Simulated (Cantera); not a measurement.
What does this Cantera script print?

```python
import numpy as np
import cantera as ct

gas_names = """
    H H2 Si SiH SiH2 SiH3 SiH4 Si2 Si3
""".split()
cond_names = """
    Si(cr) Si(L)
""".split()


# ... load() reads the species with a 1 bar reference pressure and builds the phases ...
atoms = {
    'Si': {'Si': 1},
    'H2': {'H': 2},
}
top_T = {}  # K; cautious upper limits of use, not melting points


# ... equilibrate(T, P, feed) seeds the gas with the atoms and calls Mixture.equilibrate('TP', solver="vcs", rtol=1e-11, max_steps=5000) ...
results = []
feed = {'Si': 1, 'H2': 1.8}  # mol
P = 470000  # Pa
for T in [600, 700, 800, 900, 1000, 1100, 1200, 1300, 1400, 1500, 1600, 1700]:
    mix = equilibrate(T, P, feed)
    results.append((T, P, feed, dict(zip(mix.species_names, mix.species_moles))))
    x = sorted(zip(gas.X, gas.species_names), reverse=True)
    print(f"T = {T:g} K  P = {P:g} Pa  gas = {mix.phase_moles(0):.4g} mol")
    print("   x: " + "  ".join(f"{s} {v:.3e}" for v, s in x if v > 0.001))
    print("   condensed (mol): " + ("  ".join(f"{mix.phase(i).name} {mix.phase_moles(i):.4g}"
          for i in range(1, mix.n_phases) if mix.phase_moles(i) > 1e-12) or "none"))
```

Result:

```
T = 600 K  P = 470000 Pa  gas = 1.8 mol
   x: H2 1.000e+00
   condensed (mol): Si(cr) 1
T = 700 K  P = 470000 Pa  gas = 1.8 mol
   x: H2 1.000e+00
   condensed (mol): Si(cr) 1
T = 800 K  P = 470000 Pa  gas = 1.8 mol
   x: H2 1.000e+00
   condensed (mol): Si(cr) 1
T = 900 K  P = 470000 Pa  gas = 1.8 mol
   x: H2 1.000e+00
   condensed (mol): Si(cr) 1
T = 1000 K  P = 470000 Pa  gas = 1.8 mol
   x: H2 1.000e+00
   condensed (mol): Si(cr) 1
T = 1100 K  P = 470000 Pa  gas = 1.8 mol
   x: H2 1.000e+00
   condensed (mol): Si(cr) 1
T = 1200 K  P = 470000 Pa  gas = 1.8 mol
   x: H2 1.000e+00
   condensed (mol): Si(cr) 1
T = 1300 K  P = 470000 Pa  gas = 1.8 mol
   x: H2 1.000e+00
   condensed (mol): Si(cr) 1
T = 1400 K  P = 470000 Pa  gas = 1.8 mol
   x: H2 1.000e+00
   condensed (mol): Si(cr) 1
T = 1500 K  P = 470000 Pa  gas = 1.8 mol
   x: H2 1.000e+00
   condensed (mol): Si(cr) 1
T = 1600 K  P = 470000 Pa  gas = 1.8 mol
   x: H2 1.000e+00
   condensed (mol): Si(cr) 1
T = 1700 K  P = 470000 Pa  gas = 1.8 mol
   x: H2 9.999e-01
   condensed (mol): Si(L) 1
```

Equilibrium computed with Cantera from the NASA thermochemical tables; the gas is ideal and each condensed phase is pure. Gases not in the tables: Si2H6 and higher silanes.
